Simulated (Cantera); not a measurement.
An isothermal, constant-pressure homogeneous reactor starts with C₂H₄ : H₂ = 1 : 4.3 (molar parts), at 1798 K and 1.01 bar.

Computed with Cantera and GRI-Mech 3.0 (53 species, 325 reactions). GRI-Mech 3.0 was tuned for natural gas; its chemistry of ethylene as a main component is partial and can be far from experiment. GRI-Mech 3.0 stops at C3 and has no aromatics, soot or wall deposition, so with more carbon than oxygen in the feed, carbon stays in small species such as C2H2 where larger ones or solid carbon would form.

x: mole fraction; the columns are a selection and need not sum to one.

```tsv
t (s)	x C₂H₄	x H₂	x CH₃	x CH₂	x CH₄
1.00e-6	0.188	0.811	6.02e-10	2.41e-10	3.89e-10
6.77e-6	0.187	0.812	…	…	…
4.59e-5	0.176	0.813	9.99e-7	2.52e-8	2.87e-5
0.000311	0.0791	0.828	4.80e-6	2.84e-8	0.000894
0.00210	0.00309	0.839	1.69e-5	1.00e-8	0.00208
0.0143	0.00306	0.837	4.26e-5	2.11e-8	0.00531
0.0965	0.00298	0.830	0.000125	5.47e-8	0.0160
0.654	0.00297	0.829	0.000135	5.88e-8	0.0174
4.43	0.00297	0.829	0.000135	5.88e-8	0.0174
30.0	0.00297	0.829	0.000135	5.88e-8	0.0174
```

**Question.** Complete the blanks.

**Answer.** 
- 6.77e-6, x CH₃: 3.31e-8
- 6.77e-6, x CH₂: 3.45e-9
- 6.77e-6, x CH₄: 1.31e-7
